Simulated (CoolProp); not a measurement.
Vapour-liquid equilibrium of dimethyl ether (1) + n-pentane (2) at -5.85 °C; x and y are mole fractions of (1).

Computed with CoolProp (multi-fluid Helmholtz-energy mixture model, Wu 2011 and Thol 2019; pair parameters Bell 2016).

```tsv
x	bubble pressure (MPa)	y at the bubble point	dew pressure at overall composition x (MPa)	liquid density (mol/L)
0.05	0.02512	0.296	0.01945	9.235
0.2	0.05878	0.754	0.02253	9.902
0.35	0.1029	0.889	0.02686	10.63
0.5	0.1412	0.936	0.03343	11.45
0.65	0.1678	0.958	0.04463	12.39
0.8	0.1872	0.972	0.06849	13.50
0.95	0.2077	0.990	0.1577	14.86
```

No azeotrope shows between x = 0.05 and 0.95.

The pair parameters rest on a limited set of measurements; away from them the model extrapolates. The gap from Raoult's law changes sign with composition, which may be real or a fault of the pair parameters; it wasn't checked against measurements.
